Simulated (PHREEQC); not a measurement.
A made-up water analysis in mg/kgw, 25 °C, pH 3.53:

```
constituent  mg/kgw
-----------  ------
Na             1520
K               135
Ca              280
Mg              146
Cl              864
S(6) as SO4    3520
Br             12.2
B              10.7
```

Valence states are taken as typed.

All values are PHREEQC results (Pitzer model, pitzer.dat), not measurements.

```
quantity                       before     after
---------------------------  --------  --------
HSO4- (mol/kgw)              0.000355  0.000646
B(OH)4- (mol/kgw)             2.78e-9   2.90e-9
CaB(OH)4+ (mol/kgw)          1.82e-10  1.47e-10
MgB(OH)4+ (mol/kgw)          1.05e-10  9.18e-11
SI of Gypsum (CaSO4:2H2O)       -0.24     -0.14
SI of Epsomite (MgSO4:7H2O)     -2.99     -2.85
```

### Question
Name the change that produced these shifts.
A. temperature from 25 to 10 °C at the same typed pH
B. S(6) from 3520 to 7040 mg/kgw
C. all concentrations times 2 at the same typed pH

### Answer
B, S(6) from 3520 to 7040 mg/kgw

No solid was allowed to form.
